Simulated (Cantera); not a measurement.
Charge: 1 mol Si3N4, 0.01 mol H2O, 4.3 mol N2, held at 1925 K and 0.00133 bar.

Method: chemical equilibrium by Gibbs-energy minimisation in Cantera with the NASA 1993 tables (ideal gas, pure condensed phases). Candidate condensed phases: H2O, Si, SiO2, Si2N2O, Si3N4; 35 gas species. The tables' values for SiN are old estimates; treat these amounts as uncertain. Equilibrium is a limit: real reactors are often held back by kinetics, nucleation or transport.

Base state: N2 0.983, Si 0.0131, SiO 0.00156, H2 0.00112, H 0.000875, Si2N 0.000209, SiN 0.000148, Si2 0.000112 (mole fractions); condensed: Si(l).

**Question.** What changes in the equilibrium state with this change: temperature from 1925 K to 1698.15 K?

**Answer.** 
```tsv
species	before	after
N2	0.983	0.996
SiO	0.00156	0.00158
H2	0.00112	0.00150
Si	0.0131	0.000494
H	0.000875	0.000154
Si2	0.000112	2.15e-6
Si3	2.50e-5	5.43e-7
SiN	0.000148	1.10e-5
Si(l), mol	2.90	2.99
```
